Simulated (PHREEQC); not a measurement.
0.026 g of hydrous ferric oxide (600 m²/g; 0.2 weak and 0.005 strong sites per Fe, Dzombak-Morel constants, diffuse double layer) in 1 kg of water with 0.001 mol/kgw of an inert sodium salt and 4.9e-05 mol/kgw NiCl2, 3.6e-06 mol/kgw CuSO4 and 2.4e-06 mol/kgw SrCl2, at 25 °C; the pH is set by adding NaOH or the inert anion's acid. Oxygen alone is held at its pressure in air (log pO2 = -0.68). No CO2 enters from the air. Nothing may precipitate in this run.

Base run: PHREEQC, ion-association model, wateq4f.dat. Each further column changes one thing. The table gives Cu sorbed (%).

```json
[
 {"pH": "4", "base": "0.3", "no electrostatic term (-no_edl)": "0.6", "background salt from 0.001 to 0.0001 mol/kgw": "0.2", "oxide from 0.026 to 0.13 g/kgw": "1.1", "0.00028 mol/kgw PbCl2 added": "0.1"},
 {"pH": "5.33", "base": "27.2", "no electrostatic term (-no_edl)": "50.5", "background salt from 0.001 to 0.0001 mol/kgw": "26.3", "oxide from 0.026 to 0.13 g/kgw": "66.2", "0.00028 mol/kgw PbCl2 added": "5.9"},
 {"pH": "6.67", "base": "94.8", "no electrostatic term (-no_edl)": "99.1", "background salt from 0.001 to 0.0001 mol/kgw": "94.7", "oxide from 0.026 to 0.13 g/kgw": "99.2", "0.00028 mol/kgw PbCl2 added": "15.8"},
 {"pH": "8", "base": "79.3", "no electrostatic term (-no_edl)": "96.3", "background salt from 0.001 to 0.0001 mol/kgw": "78.1", "oxide from 0.026 to 0.13 g/kgw": "99.2", "0.00028 mol/kgw PbCl2 added": "0.6"},
 {"pH": "9.33", "base": "3.5", "no electrostatic term (-no_edl)": "25.4", "background salt from 0.001 to 0.0001 mol/kgw": "3.3", "oxide from 0.026 to 0.13 g/kgw": "99.0", "0.00028 mol/kgw PbCl2 added": "0.1"},
 {"pH": "10.67", "base": "1.3", "no electrostatic term (-no_edl)": "0.3", "background salt from 0.001 to 0.0001 mol/kgw": "1.3", "oxide from 0.026 to 0.13 g/kgw": "98.6", "0.00028 mol/kgw PbCl2 added": "0.0"},
 {"pH": "12", "base": "4.6", "no electrostatic term (-no_edl)": "0.0", "background salt from 0.001 to 0.0001 mol/kgw": "4.7", "oxide from 0.026 to 0.13 g/kgw": "86.8", "0.00028 mol/kgw PbCl2 added": "0.3"}
]
```

In at least one series the solution becomes supersaturated in solids that the run did not let form, among them Ni(OH)2. The database's constant for dissolved Cu(OH)2 is higher than later reviews accept.
